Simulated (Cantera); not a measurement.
A perfectly stirred reactor is fed with CH4 : N2 = 1 : 41 (molar parts), at 1.00 atm; it is held at 1550 K, and followed from long to short residence time.

Cantera simulation using GRI-Mech 3.0 (53 species, 325 reactions); the numbers are that mechanism's predictions, not measurements. GRI-Mech 3.0 stops at C3 and has no aromatics, soot or wall deposition, so with more carbon than oxygen in the feed, carbon stays in small species such as C2H2 where larger ones or solid carbon would form.

x: mole fraction; the columns are a selection and need not sum to one.

```
τ (s)      x CH4     x HCN     x C2H    x CH3      x H    x C2H2     x CH2
-------  -------  --------  --------  -------  -------  --------  --------
24       0.00235   5.45e-7       [?]  7.92e-6  5.23e-6    0.0104   1.16e-9
4.6      0.00513   2.20e-7       [?]  1.71e-5  4.52e-6   0.00905   2.46e-9
0.89      0.0102   7.45e-8       [?]  3.46e-5  3.38e-6   0.00653   4.98e-9
0.17      0.0165   1.78e-8       [?]  6.14e-5  2.01e-6   0.00327   9.44e-9
0.033     0.0211   2.43e-9  5.26e-10  8.77e-5  8.60e-7  0.000815   1.46e-8
0.0065    0.0233  8.15e-11  3.68e-11  7.52e-5  1.85e-7   3.37e-5   9.76e-9
0.0013    0.0238  1.86e-12    <1e-12  3.17e-5  4.79e-8   1.90e-7   1.82e-9
0.00024   0.0238    <1e-12    <1e-12  7.98e-6  3.29e-8  3.35e-10  1.31e-10
```

Task: What belongs in the gaps?

Result: 
- 24, x C2H: 4.41e-9
- 4.6, x C2H: 3.81e-9
- 0.89, x C2H: 2.82e-9
- 0.17, x C2H: 1.61e-9
